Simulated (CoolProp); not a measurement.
A simple Rankine cycle with R1336mzz(Z): condensing at 299.15 K, boiler at 1.42 MPa, turbine inlet 407.7 K, turbine efficiency 0.9, pump efficiency 0.7, no recuperator. Each further row changes one setting.

Computed with CoolProp (reference Helmholtz-energy equation of state, McLinden 2020).

```csv
case,thermal efficiency (%),net work (kJ/kg),heat in (kJ/kg),turbine exit temperature (K),volume ratio over the turbine
as stated,16.9,41.6,246,(withheld),22.0
turbine inlet 427.7 K,16.8,45.6,(withheld),362.2,20.3
condensing temperature 291.15 K,18.1,46.3,256,333.6,(withheld)
boiler pressure 0.994 MPa,15.4,(withheld),256,352.6,13.7
turbine efficiency 0.8,15.0,36.8,246,344.3,22.4
```

### Question
Some entries are withheld; supply them.

### Answer

- as stated, turbine exit temperature (K): 339.2
- turbine inlet 427.7 K, heat in (kJ/kg): 272
- condensing temperature 291.15 K, volume ratio over the turbine: 30.0
- boiler pressure 0.994 MPa, net work (kJ/kg): 39.4
